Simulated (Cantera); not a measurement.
A Cantera script and what it prints.

```python
import numpy as np
import cantera as ct

gas_names = """
    H H2 N NH NH2 NH3 N2 N2H2 N2H4 Si SiH SiH2 SiH3 SiH4 SiN Si2 Si2N Si3
""".split()
cond_names = """
    Si(cr) Si(L) Si3N4(a)
""".split()


# ... load() reads the species with a 1 bar reference pressure and builds the phases ...
atoms = {
    'SiH4': {'Si': 1, 'H': 4},
    'NH3': {'N': 1, 'H': 3},
    'H2': {'H': 2},
}
top_T = {'Si3N4(a)': 2400}  # K; cautious upper limits of use, not melting points


# ... equilibrate(T, P, feed) seeds the gas with the atoms and calls Mixture.equilibrate('TP', solver="vcs", rtol=1e-11, max_steps=5000) ...
results = []
feed = {'SiH4': 1, 'NH3': 0.66, 'H2': 16}  # mol
P = 12  # Pa
for T in [1448, 1498, 1548, 1598, 1648, 1698, 1748, 1798, 1848]:
    mix = equilibrate(T, P, feed)
    results.append((T, P, feed, dict(zip(mix.species_names, mix.species_moles))))

top = {s: max(r[3][s] / sum(r[3][g] for g in gas_names) for r in results) for s in gas_names}
cols = sorted((s for s in top if top[s] > 0.001), key=lambda s: -top[s])[:6]
seen = [c for c in cond_names if any(r[3].get(c, 0) > 1e-12 for r in results)]
print("log10 of partial pressures in bar; condensed amounts in mol")
print(f"{'T/K':>10s}" + "".join(f"{s[:9]:>10s}" for s in cols + seen))
for T, P, feed, n in results:
    ng = sum(n[g] for g in gas_names)
    print(f"{T:10.4g}" + "".join(f"{np.log10(max(n[s] / ng * P / 1e5, 1e-99)):10.3f}" for s in cols)
          + "".join(f"{n.get(c, 0):10.4g}" for c in seen))
```

Result:

```
log10 of partial pressures in bar; condensed amounts in mol
       T/K        H2        Si         H        N2    Si(cr)     Si(L)
      1448    -3.929    -8.534    -7.000    -5.689    0.9995         0
      1498    -3.929    -7.998    -6.729    -5.689    0.9983         0
      1548    -3.930    -7.498    -6.476    -5.689    0.9946         0
      1598    -3.931    -7.029    -6.239    -5.690    0.9843         0
      1648    -3.933    -6.589    -6.017    -5.691    0.9567         0
      1698    -3.936    -6.183    -5.808    -5.694         0    0.8892
      1748    -3.943    -5.837    -5.613    -5.698         0    0.7523
      1798    -3.954    -5.511    -5.430    -5.707         0    0.4653
      1848    -3.971    -5.251    -5.261    -5.721         0         0
```

Equilibrium computed with Cantera from the NASA thermochemical tables; the gas is ideal and each condensed phase is pure. The tables' values for SiN are old estimates; treat these amounts as uncertain. Gases not in the tables: Si2H6 and higher silanes.
